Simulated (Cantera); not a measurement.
**Ammonia decomposition in nitride growth gas**

An isothermal, constant-pressure homogeneous reactor starts with 10.4 % NH₃, 88.7 % N₂, 0.856 % H₂, at 2050 K and 97.5 Torr.

Computed with Cantera and the gas-phase N/H chemistry of the illustrative SiF4/NH3 mechanism in the Surface Chemkin manual (1991). Walls and surfaces, which speed up NH3 decomposition in real reactors, are not modelled.

```
t (s)       x NH₃     x H₂      x NH    x N₂H₄   x N₂    x N₂H₂       x N
--------  -------  -------  --------  --------  -----  --------  --------
1.00e-6     0.104  0.00856    <1e-12    <1e-12  0.887    <1e-12    <1e-12
3.74e-6     0.104  0.00856  2.10e-11    <1e-12  0.887    <1e-12    <1e-12
1.40e-5     0.104  0.00856  6.62e-10  1.36e-12  0.887  2.74e-11    <1e-12
5.23e-5     0.104  0.00857   1.59e-8  2.33e-11  0.887  6.60e-10  2.03e-11
0.000196    0.104  0.00860   3.74e-7  3.38e-10  0.887   1.34e-8   3.00e-9
0.000731    0.104  0.00878   4.23e-6   4.06e-9  0.887   2.68e-7   1.19e-7
0.00273     0.103   0.0105   1.02e-5   1.18e-8  0.886   9.59e-7   4.15e-7
0.0102     0.0970   0.0180   1.15e-5   9.60e-9  0.884   9.02e-7   6.74e-7
0.0382     0.0791   0.0423   1.25e-5   5.74e-9  0.878   6.84e-7   1.17e-6
0.143      0.0386   0.0970   1.05e-5   1.79e-9  0.864   2.85e-7   1.53e-6
0.535     0.00377    0.144   4.37e-6  6.51e-11  0.852   1.96e-8   1.39e-6
2.00      5.63e-6    0.148   1.31e-7    <1e-12  0.850  3.16e-12   1.87e-7
```
x: mole fraction; the columns are a selection and need not sum to one.

Equilibrium at this temperature and pressure: NH₃ 1.26e-7, H₂ 0.148, NH 3.14e-9, N₂H₄ <1e-12, N₂ 0.849, N₂H₂ <1e-12, N 4.64e-9 (gas phase only).
